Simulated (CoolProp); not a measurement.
Vapour-liquid equilibrium of n-pentane (1) + toluene (2) at 0.124 MPa; x and y are mole fractions of (1).

Values from CoolProp's multi-fluid Helmholtz-energy mixture model, Thol 2019 and Lemmon 2006; pair parameters Bell 2016.

| x | bubble temperature, mixture model (°C) | bubble temperature, Raoult's law (°C) | y, mixture model | y, Raoult's law |
|---|---|---|---|---|
| 0.05 | 104.6 | 107.8 | ___ | 0.284 |
| 0.125 | 90.0 | 95.7 | 0.601 | 0.542 |
| 0.2 | 79.9 | 86.1 | 0.734 | 0.691 |
| 0.275 | ___ | 78.4 | 0.810 | 0.785 |
| 0.35 | 66.9 | 72.1 | 0.857 | 0.846 |
| 0.425 | 62.5 | 66.7 | 0.890 | 0.889 |
| 0.5 | 58.8 | 62.1 | 0.914 | 0.919 |
| 0.575 | 55.6 | 58.1 | 0.933 | 0.941 |
| 0.65 | 52.8 | 54.5 | 0.948 | 0.958 |
| 0.725 | 50.3 | 51.4 | 0.961 | 0.971 |
| 0.8 | 47.9 | 48.5 | ___ | 0.981 |
| 0.875 | 45.7 | 45.9 | 0.984 | 0.990 |
| 0.95 | 43.5 | 43.6 | 0.994 | 0.996 |

Task: Fill in the missing entries.

Result: 
- 0.05, y, mixture model: 0.336
- 0.275, bubble temperature, mixture model (°C): 72.5
- 0.8, y, mixture model: 0.973

The largest gap from Raoult's law is -6.2 K in bubble temperature, at x = 0.2. No azeotrope shows between x = 0.05 and 0.95.

The pair parameters rest on a limited set of measurements; away from them the model extrapolates.
